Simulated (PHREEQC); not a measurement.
Solution (70 °C): 0.013 mol/kgw HBr and 0.26 mol/kgw KCl. Closed to the air; pH follows from the charge balance.

Model: ion-association model, phreeqc.dat, run in PHREEQC.

Each row changes one thing in this solution. No solid was allowed to form.

| case | pH | ionic strength (mol/kgw) | SI of Sylvite (KCl) |
|---|---|---|---|
| as made | 2.00 | 0.273 | -2.62 |
| HBr from 0.013 to 0.026 mol/kgw | 1.70 | … | -2.62 |
| 0.025 mol/kgw Na2HPO4 added | … | 0.319 | -2.63 |
| 0.26 mol/kgw KBr added | 2.01 | 0.533 | -2.38 |
| diluted 5-fold with water | 2.66 | … | -3.87 |

Problem. What belongs in the gaps?

Solution. 
- HBr from 0.013 to 0.026 mol/kgw, ionic strength (mol/kgw): 0.286
- 0.025 mol/kgw Na2HPO4 added, pH: 6.53
- diluted 5-fold with water, ionic strength (mol/kgw): 0.0546

Away from 25 °C the constants follow the database's enthalpies or fits; those with neither stay at their 25 °C values.
